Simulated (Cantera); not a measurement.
An isothermal, constant-pressure homogeneous reactor starts with 16.4 % N2O, 0.0590 % H2, 83.6 % N2, at 1498 K and 1.01 bar.

Cantera simulation using GRI-Mech 3.0 (53 species, 325 reactions); the numbers are that mechanism's predictions, not measurements. GRI-Mech 3.0 was tuned for natural gas; its chemistry of N2O as a main component is partial and can be far from experiment. The temperature is held fixed by assumption; the heat of reaction is taken as removed at once.

x: mole fraction; the columns are a selection and need not sum to one.

| t (s) | x N2O | x H2 | x HO2 | x N2 | x H2O2 | x O2 | x H2O |
|---|---|---|---|---|---|---|---|
| 5.00e-6 | 0.164 | 0.000589 | (withheld) | 0.836 | <1e-12 | 2.41e-6 | 2.22e-8 |
| 3.65e-5 | 0.164 | 0.000572 | (withheld) | 0.836 | 5.62e-10 | 7.09e-5 | 6.21e-6 |
| 0.000266 | 0.161 | 0.000275 | (withheld) | 0.837 | 1.34e-8 | 0.000816 | 0.000269 |
| 0.00194 | 0.146 | 4.25e-6 | (withheld) | 0.844 | 1.81e-9 | 0.00611 | 0.000564 |
| 0.0141 | 0.0759 | 1.01e-7 | (withheld) | 0.874 | 1.22e-9 | 0.0314 | 0.000551 |
| 0.103 | 0.00284 | 2.04e-8 | (withheld) | 0.908 | 1.86e-10 | 0.0598 | 0.000541 |
| 0.752 | 3.16e-7 | 4.05e-9 | 5.61e-9 | 0.910 | 2.78e-11 | 0.0611 | 0.000543 |
| 5.48 | 3.15e-7 | 4.05e-9 | 5.62e-9 | 0.910 | 2.78e-11 | 0.0612 | 0.000543 |
| 40.0 | 3.04e-7 | 4.04e-9 | 5.64e-9 | 0.910 | 2.79e-11 | 0.0615 | 0.000543 |

What belongs in the gaps?


- 5.00e-6, x HO2: 2.44e-9
- 3.65e-5, x HO2: 5.82e-7
- 0.000266, x HO2: 4.20e-6
- 0.00194, x HO2: 8.34e-7
- 0.0141, x HO2: 1.71e-7
- 0.103, x HO2: 2.77e-8
